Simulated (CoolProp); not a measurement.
Vapour-liquid equilibrium of R1234ze(E) (1) + R227EA (2) at 295.5 K; x and y are mole fractions of (1).

Model: multi-fluid Helmholtz-energy mixture model, Thol 2016 and Lemmon 2016; pair parameters Bell 2023, in CoolProp.

| x | bubble pressure, mixture model (MPa) | bubble pressure, Raoult's law (MPa) | y, mixture model | y, Raoult's law |
|---|---|---|---|---|
| 0.05 | 0.4225 | 0.4210 | 0.057 | 0.055 |
| 0.15 | 0.4293 | 0.4251 | 0.167 | 0.162 |
| 0.25 | 0.4355 | 0.4292 | 0.272 | 0.268 |
| 0.35 | 0.4412 | 0.4332 | 0.374 | 0.371 |
| 0.45 | 0.4462 | 0.4373 | 0.473 | 0.473 |
| 0.55 | 0.4505 | 0.4414 | 0.569 | 0.573 |
| 0.65 | 0.4540 | 0.4455 | 0.664 | 0.671 |
| 0.75 | 0.4567 | 0.4496 | 0.758 | 0.767 |
| 0.85 | 0.4586 | 0.4536 | 0.854 | 0.861 |
| 0.95 | 0.4596 | 0.4577 | 0.950 | 0.954 |

The largest gap from Raoult's law is +2.1 % in bubble pressure, at x = 0.55. No azeotrope shows between x = 0.05 and 0.95.

Pair parameters are fitted to limited data, so mixtures are less certain than the pure fluids.
